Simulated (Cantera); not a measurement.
A freely propagating, adiabatic, planar premixed flame of CH4 : C2H6 : O2 : N2 = 1 : 0.67 : 4.35 : 18.7 (molar parts), unburnt at 525 K and 0.987 atm; mixture-averaged transport, grid criteria slope 0.08 and curve 0.16, no radiation.

Computed with Cantera and GRI-Mech 3.0 (53 species, 325 reactions). Burning velocities carry a grid error of a few per cent, more on coarse grids.

**Question.** How do the results move with these cheaper or finer settings: unity-Lewis-number transport; multicomponent transport; multicomponent+Soret transport; grid criteria slope 0.5, curve 1; grid criteria slope 0.25, curve 0.5; grid criteria slope 0.03, curve 0.06?

**Answer.** 
```
setting                               laminar burning velocity  thermal thickness  grid points  grid points
------------------------------------  ------------------------  -----------------  -----------  -----------
as above                                             84.5 cm/s           0.385 mm          149          149
unity-Lewis-number transport                         61.8 cm/s           0.450 mm          149          149
multicomponent transport                             84.8 cm/s           0.391 mm          149          149
multicomponent+Soret transport                       83.8 cm/s           0.391 mm          149          149
grid criteria slope 0.5, curve 1                     92.6 cm/s           0.427 mm           48           48
grid criteria slope 0.25, curve 0.5                  87.6 cm/s           0.399 mm           67           67
grid criteria slope 0.03, curve 0.06                 82.9 cm/s           0.383 mm          367          367
```
The base run took very roughly 8 core-seconds.
Unity Lewis numbers drop preferential diffusion, which matters most where H2 and H carry the flame; Soret adds thermal diffusion.
